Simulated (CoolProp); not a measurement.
Toluene along the isotherm 285.05 °C: fugacity coefficient from the reference equation and from simpler models built on Tc = 318.6 °C, pc = 4126 kPa, ω = 0.266; each cubic takes its own stable root.

Computed with CoolProp (reference Helmholtz-energy equation of state, Lemmon 2006). It is a short technical equation, of lower accuracy than the large ones.

```json
[
 {"p (kPa)": "19.6", "phase": "gas", "reference": "0.9979", "van der Waals": "0.9984", "Redlich-Kwong": "0.9981", "Soave-Redlich-Kwong": "0.9980"},
 {"p (kPa)": "34.8", "phase": "gas", "reference": "0.9963", "van der Waals": "0.9971", "Redlich-Kwong": "0.9966", "Soave-Redlich-Kwong": "0.9965"},
 {"p (kPa)": "61.9", "phase": "gas", "reference": "0.9933", "van der Waals": "0.9949", "Redlich-Kwong": "0.9940", "Soave-Redlich-Kwong": "0.9938"},
 {"p (kPa)": "110", "phase": "gas", "reference": "0.9882", "van der Waals": "0.9909", "Redlich-Kwong": "0.9893", "Soave-Redlich-Kwong": "0.9890"},
 {"p (kPa)": "196", "phase": "gas", "reference": "0.9789", "van der Waals": "0.9838", "Redlich-Kwong": "0.9809", "Soave-Redlich-Kwong": "0.9804"},
 {"p (kPa)": "348", "phase": "gas", "reference": "0.9627", "van der Waals": "0.9712", "Redlich-Kwong": "0.9662", "Soave-Redlich-Kwong": "0.9653"},
 {"p (kPa)": "619", "phase": "gas", "reference": "0.9339", "van der Waals": "0.9489", "Redlich-Kwong": "0.9401", "Soave-Redlich-Kwong": "0.9386"},
 {"p (kPa)": "1100", "phase": "gas", "reference": "0.8833", "van der Waals": "0.9093", "Redlich-Kwong": "0.8943", "Soave-Redlich-Kwong": "0.8915"},
 {"p (kPa)": "1960", "phase": "gas", "reference": "0.7933", "van der Waals": "0.8383", "Redlich-Kwong": "0.8129", "Soave-Redlich-Kwong": "0.8078"},
 {"p (kPa)": "3480", "phase": "liquid", "reference": "0.5706", "van der Waals": "0.6879", "Redlich-Kwong": "0.6237", "Soave-Redlich-Kwong": "0.5961"},
 {"p (kPa)": "6190", "phase": "liquid", "reference": "0.3534", "van der Waals": "0.4518", "Redlich-Kwong": "0.3953", "Soave-Redlich-Kwong": "0.3763"}
]
```
